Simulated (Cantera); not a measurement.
Input (Python, Cantera) and output of one run.

```python
import numpy as np
import cantera as ct

gas_names = """
    N NO NO2 NO3 N2 N2O O O2 O3 Zr ZrN ZrO ZrO2
""".split()
cond_names = """
    Zr(a) Zr(b) Zr(L) ZrN(s) ZrN(L) ZrO2(a) ZrO2(b) ZrO2(L)
""".split()


def load(file, names, dense=False):
    # The tables refer to 1 bar. Condensed volumes are neglected.
    table = {s.name: s for s in ct.Species.list_from_file(file)}
    out = []
    for n in names:
        d = dict(table[n].input_data)
        d["thermo"] = dict(d["thermo"], **{"reference-pressure": 1e5})
        if dense:
            d["equation-of-state"] = {"model": "constant-volume", "density": "1e6 g/cm^3"}
        out.append(ct.Species.from_dict(d))
    return out


gas = ct.Solution(thermo="ideal-gas", species=load("nasa_gas.yaml", gas_names))
cond = {s.name: ct.Solution(thermo="fixed-stoichiometry", species=[s], name=s.name)
        for s in load("nasa_condensed.yaml", cond_names, dense=True)}
atoms = {
    'Zr': {'Zr': 1},
    'N2O': {'N': 2, 'O': 1},
    'N2': {'N': 2},
}
top_T = {}  # K; cautious upper limits of use, not melting points


def equilibrate(T, P, feed):
    n = {}
    for name, mol in feed.items():
        for a, k in atoms[name].items():
            n[a] = n.get(a, 0.0) + k * mol
    gas.TPX = T, P, n
    mass = sum(n.values()) * gas.mean_molecular_weight
    gas.equilibrate("TP")
    valid = [c for c in cond.values() if c.min_temp <= T <= top_T.get(c.name, c.max_temp)]
    mix = ct.Mixture([(gas, mass / gas.mean_molecular_weight)] + [(c, 0.0) for c in valid])
    mix.T, mix.P = T, P
    mix.equilibrate("TP", solver="vcs", rtol=1e-11, max_steps=5000)
    return mix


results = []
feed = {'Zr': 1, 'N2O': 0.19, 'N2': 13}  # mol
P = 101325  # Pa
for T in [1673, 1823, 1973, 2123, 2273, 2423, 2573, 2723]:
    mix = equilibrate(T, P, feed)
    results.append((T, P, feed, dict(zip(mix.species_names, mix.species_moles))))
    x = sorted(zip(gas.X, gas.species_names), reverse=True)
    print(f"T = {T:g} K  P = {P:g} Pa  gas = {mix.phase_moles(0):.4g} mol")
    print("   x: " + "  ".join(f"{s} {v:.3e}" for v, s in x if v > 0.001))
    print("   condensed (mol): " + ("  ".join(f"{mix.phase(i).name} {mix.phase_moles(i):.4g}"
          for i in range(1, mix.n_phases) if mix.phase_moles(i) > 1e-12) or "none"))
```

Output:

```
T = 1673 K  P = 101325 Pa  gas = 12.74 mol
   x: N2 1.000e+00
   condensed (mol): ZrN(s) 0.905  ZrO2(b) 0.095
T = 1823 K  P = 101325 Pa  gas = 12.74 mol
   x: N2 1.000e+00
   condensed (mol): ZrN(s) 0.905  ZrO2(b) 0.095
T = 1973 K  P = 101325 Pa  gas = 12.74 mol
   x: N2 1.000e+00
   condensed (mol): ZrN(s) 0.905  ZrO2(b) 0.095
T = 2123 K  P = 101325 Pa  gas = 12.74 mol
   x: N2 1.000e+00
   condensed (mol): ZrN(s) 0.905  ZrO2(b) 0.095
T = 2273 K  P = 101325 Pa  gas = 12.74 mol
   x: N2 1.000e+00
   condensed (mol): ZrN(s) 0.905  ZrO2(b) 0.095
T = 2423 K  P = 101325 Pa  gas = 12.74 mol
   x: N2 1.000e+00
   condensed (mol): ZrN(s) 0.905  ZrO2(b) 0.09499
T = 2573 K  P = 101325 Pa  gas = 12.74 mol
   x: N2 1.000e+00
   condensed (mol): ZrN(s) 0.905  ZrO2(b) 0.09493
T = 2723 K  P = 101325 Pa  gas = 12.74 mol
   x: N2 9.999e-01
   condensed (mol): ZrN(s) 0.9046  ZrO2(b) 0.09451
```

Method: chemical equilibrium by Gibbs-energy minimisation in Cantera with the NASA 1993 tables (ideal gas, pure condensed phases). Mutual solubility and eutectic melting of coexisting phases are not modelled. ZrN: taken at fixed stoichiometry. Condensed phases not in the tables: solid solutions among these carbides, nitrides and lower oxides.
